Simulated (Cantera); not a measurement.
What does this Cantera script print?

```python
import numpy as np
import cantera as ct

gas = ct.Solution("gri30.yaml")


def delay(T, t_max=10):
    gas.TPX = T, 3400000, {'CH4': 1, 'C2H6': 0.059, 'O2': 1.1, 'N2': 5.19}
    reactor = ct.IdealGasConstPressureReactor(gas, clone=False)
    net = ct.ReactorNet([reactor])
    net.rtol, net.atol = 1e-8, 1e-16
    while net.time < t_max:
        t_old, T_old = net.time, reactor.T
        net.step()
        if reactor.T > T + 400:  # ignition: a rise of 400 K
            return t_old + (T + 400 - T_old) / (reactor.T - T_old) * (net.time - t_old)
    return np.nan


taus = []
for T in [1000, 1100, 1200, 1300, 1400, 1500, 1600, 1700, 1800, 1900]:
    taus.append(delay(T))
    print(f"T0 = {T:6g} K   tau = {taus[-1]:.4e} s")
```

Output:

```
T0 =   1000 K   tau = 8.4702e-03 s
T0 =   1100 K   tau = 1.7487e-03 s
T0 =   1200 K   tau = 5.6142e-04 s
T0 =   1300 K   tau = 2.2644e-04 s
T0 =   1400 K   tau = 9.9456e-05 s
T0 =   1500 K   tau = 4.4912e-05 s
T0 =   1600 K   tau = 2.0638e-05 s
T0 =   1700 K   tau = 9.7946e-06 s
T0 =   1800 K   tau = 4.9101e-06 s
T0 =   1900 K   tau = 2.6438e-06 s
```

Computed with Cantera and GRI-Mech 3.0 (53 species, 325 reactions). The pressure lies above the range GRI-Mech 3.0 was tuned for (to about 10 atm).
